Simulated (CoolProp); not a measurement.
A single-stage vapour-compression cycle with sulfur dioxide: evaporating at 273.15 K (dew point), condensing at 337.15 K (bubble point), superheat 10 K, subcooling 5 K, compressor efficiency 0.75, no pressure losses. Each further row changes one setting.

Values from CoolProp's reference Helmholtz-energy equation of state, Gao 2016.

```csv
case,cooling COP,pressure ratio,discharge temperature (K),refrigerating effect (kJ/kg),volumetric capacity (kJ/m³)
as stated,2.52,7.86,470.7,304,1330
evaporating temperature 278.15 K,2.84,…,…,…,…
condensing temperature 332.15 K,2.79,…,…,311,1360
subcooling 10 K,2.58,7.86,470.7,311,1360
superheat 20 K,2.48,7.86,…,311,1310
compressor efficiency 0.65,2.19,7.86,495.1,304,1330
```

Task: Complete the blanks.

Result: 
- evaporating temperature 278.15 K, pressure ratio: 6.43
- evaporating temperature 278.15 K, discharge temperature (K): 456.9
- evaporating temperature 278.15 K, refrigerating effect (kJ/kg): 306
- evaporating temperature 278.15 K, volumetric capacity (kJ/m³): 1620
- condensing temperature 332.15 K, pressure ratio: 6.90
- condensing temperature 332.15 K, discharge temperature (K): 457.2
- superheat 20 K, discharge temperature (K): 485.5
